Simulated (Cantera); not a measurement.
**Dilute partial oxidation**

A perfectly stirred reactor is fed with CH2O : O2 : N2 = 0.025 : 0.016 : 1 (molar parts), at 1000000 Pa; it is held at 925 K, and followed from long to short residence time.

Detailed kinetics in Cantera: GRI-Mech 3.0 (53 species, 325 reactions).

| τ (s) | x CH2O | x O2 | x HO2 | x C2H | x CH3 |
|---|---|---|---|---|---|
| 0.54 | 0.000487 | 0.00197 | 8.96e-6 | <1e-12 | 2.67e-12 |
| 0.19 | 0.000936 | 0.00313 | 1.60e-5 | <1e-12 | 2.53e-12 |
| 0.065 | 0.00195 | 0.00437 | 2.75e-5 | <1e-12 | 2.62e-12 |
| 0.022 | 0.00453 | 0.00555 | 4.42e-5 | <1e-12 | 2.65e-12 |
| 0.0077 | 0.0110 | 0.00773 | 5.72e-5 | <1e-12 | 1.64e-12 |
| 0.0027 | 0.0203 | 0.0127 | 4.15e-5 | <1e-12 | <1e-12 |
| 0.00092 | 0.0237 | 0.0151 | 1.36e-5 | <1e-12 | <1e-12 |
| 0.00032 | 0.0240 | 0.0154 | 1.65e-6 | <1e-12 | <1e-12 |
x: mole fraction; the columns are a selection and need not sum to one.
